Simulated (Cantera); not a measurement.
An isothermal, constant-pressure homogeneous reactor starts with 47.6 % CH4, 52.4 % H2, at 1925 K and 101000 Pa.

Detailed kinetics in Cantera: GRI-Mech 3.0 (53 species, 325 reactions). GRI-Mech 3.0 stops at C3 and has no aromatics, soot or wall deposition, so with more carbon than oxygen in the feed, carbon stays in small species such as C2H2 where larger ones or solid carbon would form.

x: mole fraction; the columns are a selection and need not sum to one.

| t (s) | x CH4 | x H2 | x CH3 | x C2H6 | x C2H | x C2H2 |
|---|---|---|---|---|---|---|
| 2.00e-5 | 0.465 | 0.527 | [?] | 0.000602 | 6.59e-10 | 7.48e-5 |
| 0.000150 | 0.359 | 0.595 | [?] | 0.00102 | 3.35e-7 | 0.0250 |
| 0.00112 | 0.133 | 0.748 | [?] | 0.000148 | 1.55e-6 | 0.113 |
| 0.00843 | 0.0237 | 0.822 | [?] | 5.49e-6 | 2.24e-6 | 0.152 |
| 0.0632 | 0.00753 | 0.833 | 0.000157 | 8.31e-7 | 2.36e-6 | 0.157 |
| 0.474 | 0.00742 | 0.833 | 0.000155 | 8.15e-7 | 2.37e-6 | 0.157 |
| 3.56 | 0.00742 | 0.833 | 0.000155 | 8.15e-7 | 2.37e-6 | 0.157 |
| 26.7 | 0.00742 | 0.833 | 0.000155 | 8.15e-7 | 2.37e-6 | 0.157 |
| 200 | 0.00742 | 0.833 | 0.000155 | 8.15e-7 | 2.37e-6 | 0.157 |

**Question.** Fill in the missing entries.

**Answer.** 
- 2.00e-5, x CH3: 0.00538
- 0.000150, x CH3: 0.00638
- 0.00112, x CH3: 0.00250
- 0.00843, x CH3: 0.000484
